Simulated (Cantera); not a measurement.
A closed system holds: 1 mol Si₂Cl₆, 290 mol H₂, equilibrated at 21000 Pa.

Method: chemical equilibrium by Gibbs-energy minimisation in Cantera with the NASA 1993 tables (ideal gas, pure condensed phases). Candidate condensed phases: Si; 19 gas species. The feed counts by its element totals alone. Gases not in the tables: Si₂H₆ and higher silanes. Kinetics and transport are ignored.

Problem. Which condensed phases are stable at each of these points (T (°C)): 825, 875, 925, 975, 1025, 1075, 1125, 1175, 1225, 1275, 1325, 1375, 1425?

Solution. 
| T (°C) | condensed phases | Si condensed (%) |
|---|---|---|
| 825 | Si(s) | 60.0 |
| 875 | Si(s) | 69.8 |
| 925 | Si(s) | 77.0 |
| 975 | Si(s) | 81.2 |
| 1025 | Si(s) | 83.1 |
| 1075 | Si(s) | 83.9 |
| 1125 | Si(s) | 84.0 |
| 1175 | Si(s) | 83.8 |
| 1225 | Si(s) | 83.5 |
| 1275 | Si(s) | 83.1 |
| 1325 | Si(s) | 82.7 |
| 1375 | Si(s) | 82.2 |
| 1425 | Si(l) | 82.0 |

From 825 °C to 1375 °C the condensed part is Si(s). At 1425 °C the condensed part is Si(l).
